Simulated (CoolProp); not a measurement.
Aqueous potassium carbonate as a coolant, 35 % by mass, freezing at -26.7 °C, 1 atm.

Values from CoolProp's Melinder's fits for secondary coolants.

```
T (°C)  conductivity (W/(m K))  Prandtl number  cp (kJ/(kg K))  viscosity (mPa s)
------  ----------------------  --------------  --------------  -----------------
-2                       0.527            31.8           2.784               6.02
1.8                      0.533            27.9           2.791               5.33
5.6                      0.540            24.7           2.798               4.75
9.4                      0.546            22.0           2.805               4.27
13.2                     0.552            19.7           2.812               3.86
17                       0.558            17.8           2.819               3.51
20.8                     0.564            16.1           2.826               3.21
24.6                     0.570            14.7           2.833               2.95
28.4                     0.576            13.4           2.841               2.72
32.2                     0.582            12.3           2.848               2.51
36                       0.588            11.3           2.856               2.32
39.8                     0.594            10.4           2.863               2.15
```
